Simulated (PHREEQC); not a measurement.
Dissolve 0.0014 mol TMAH and 0.035 mol K2CO3 per kg of water at 20 °C. Closed to the air; pH follows from the charge balance.

The numbers come from PHREEQC with the ion-association model, phreeqc.dat.

This is a speciation only: nothing precipitates in the calculation.

**Question.** Estimate the pH, ionic strength, density.

**Answer.** pH 11.48; ionic strength 0.105 mol/kgw; density 1.003 g/cm³.

**Question.** In which forms is C present?

**Answer.** CO3-2 96 %, HCO3- 3.7 % of the C.

(CH3)4N+ isn't in the database: it is added as a free cation with an ion size of 4 Å.
